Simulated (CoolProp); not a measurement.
Values from CoolProp's reference Helmholtz-energy equation of state, Lemmon 2006. It is a short technical equation, of lower accuracy than the large ones.

Give the vapour pressure (MPa), liquid density (kg/m³), vapour density (kg/m³), liquid cp (kJ/(kg K)) of saturated C3F8 (R218) at 221.3 K.


| T (K) | p (MPa) | liquid density (kg/m³) | vapour density (kg/m³) | liquid cp (kJ/(kg K)) |
|---|---|---|---|---|
| 221.3 | 0.0485 | 1670 | 5.12 | 0.943 |
